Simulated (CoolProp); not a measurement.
Vapour-liquid equilibrium of propylene (1) + isobutane (2) at 270.5 K; x and y are mole fractions of (1).

Model: multi-fluid Helmholtz-energy mixture model, Lemmon 2013 and Bücker 2006; pair parameters Bell 2016, in CoolProp.

| x | bubble pressure, mixture model (kPa) | bubble pressure, Raoult's law (kPa) | y, mixture model | y, Raoult's law |
|---|---|---|---|---|
| 0.05 | 168.0 | 162.6 | 0.182 | 0.166 |
| 0.15 | 204.9 | 202.2 | 0.380 | 0.400 |
| 0.25 | 233.5 | 241.9 | 0.501 | 0.557 |
| 0.35 | 260.2 | 281.5 | 0.598 | 0.670 |
| 0.45 | 288.5 | 321.2 | 0.687 | 0.756 |
| 0.55 | 321.1 | 360.8 | 0.770 | 0.822 |
| 0.65 | 359.9 | 400.5 | 0.845 | 0.875 |
| 0.75 | 405.7 | 440.1 | 0.908 | 0.919 |
| 0.85 | 458.0 | 479.8 | 0.957 | 0.955 |
| 0.95 | 512.9 | 519.4 | 0.989 | 0.986 |

The largest gap from Raoult's law is -11.0 % in bubble pressure, at x = 0.55. No azeotrope shows between x = 0.05 and 0.95.

Pair parameters are fitted to limited data, so mixtures are less certain than the pure fluids. The gap from Raoult's law changes sign with composition, which may be real or a fault of the pair parameters; it wasn't checked against measurements.
